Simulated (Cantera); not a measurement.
**Adiabatic ignition**

An adiabatic, constant-volume homogeneous reactor starts with 5.51 % CH₄, 14.1 % O₂, 80.4 % N₂, equivalence ratio 0.78, at 1525 K and 18800 Torr.

Computed with Cantera and GRI-Mech 3.0 (53 species, 325 reactions). The pressure lies above the range GRI-Mech 3.0 was tuned for (to about 10 atm).

```json
[
 {"t (s)": "2.00e-6", "T (K)": "1525", "P (bar)": "25.0", "x CH₄": "0.0551", "x O₂": "0.141", "x C₂H₆": "1.23e-8", "x CH₂O": "5.14e-7", "x NO": "<1e-12"},
 {"t (s)": "7.19e-6", "T (K)": "1525", "P (bar)": "25.0", "x CH₄": "0.0550", "x O₂": "0.141", "x C₂H₆": "1.38e-6", "x CH₂O": "1.14e-5", "x NO": "<1e-12"},
 {"t (s)": "2.58e-5", "T (K)": "1527", "P (bar)": "25.0", "x CH₄": "0.0545", "x O₂": "0.141", "x C₂H₆": "9.68e-5", "x CH₂O": "0.000220", "x NO": "1.62e-12"},
 {"t (s)": "9.28e-5", "T (K)": "2819", "P (bar)": "46.6", "x CH₄": "<1e-12", "x O₂": "0.0317", "x C₂H₆": "<1e-12", "x CH₂O": "2.45e-10", "x NO": "0.000848"},
 {"t (s)": "0.000334", "T (K)": "2797", "P (bar)": "46.2", "x CH₄": "<1e-12", "x O₂": "0.0270", "x C₂H₆": "<1e-12", "x CH₂O": "2.42e-10", "x NO": "0.0108"},
 {"t (s)": "0.00120", "T (K)": "2792", "P (bar)": "46.1", "x CH₄": "<1e-12", "x O₂": "0.0260", "x C₂H₆": "<1e-12", "x CH₂O": "2.42e-10", "x NO": "0.0129"},
 {"t (s)": "0.00431", "T (K)": "2792", "P (bar)": "46.1", "x CH₄": "<1e-12", "x O₂": "0.0260", "x C₂H₆": "<1e-12", "x CH₂O": "2.42e-10", "x NO": "0.0129"},
 {"t (s)": "0.0155", "T (K)": "2792", "P (bar)": "46.1", "x CH₄": "<1e-12", "x O₂": "0.0260", "x C₂H₆": "<1e-12", "x CH₂O": "2.42e-10", "x NO": "0.0129"},
 {"t (s)": "0.0557", "T (K)": "2792", "P (bar)": "46.1", "x CH₄": "<1e-12", "x O₂": "0.0260", "x C₂H₆": "<1e-12", "x CH₂O": "2.42e-10", "x NO": "0.0129"},
 {"t (s)": "0.200", "T (K)": "2792", "P (bar)": "46.1", "x CH₄": "<1e-12", "x O₂": "0.0260", "x C₂H₆": "<1e-12", "x CH₂O": "2.42e-10", "x NO": "0.0129"}
]
```
x: mole fraction; the columns are a selection and need not sum to one.

| Item | Result |
|---|---|
| time of steepest temperature rise | 83.5 µs |
| temperature at 0.200 s | 2792 K |
| equilibrium temperature | 2792 K |
| x(CH₄) at 0.200 s | <1e-12 (gas-phase equilibrium <1e-12) |
| x(O₂) at 0.200 s | 0.0260 (gas-phase equilibrium 0.0260) |
| x(C₂H₆) at 0.200 s | <1e-12 (gas-phase equilibrium <1e-12) |
